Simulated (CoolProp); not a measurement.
Values from CoolProp's reference Helmholtz-energy equation of state, de Reuck 1993.

Problem. For methanol, give the phase and the cp (kJ/(kg K)), cv (kJ/(kg K)) at 229.05 °C and 0.101 MPa.

Solution. 
- 229.05 °C and 0.101 MPa: gas; cp 1.89, cv 1.62
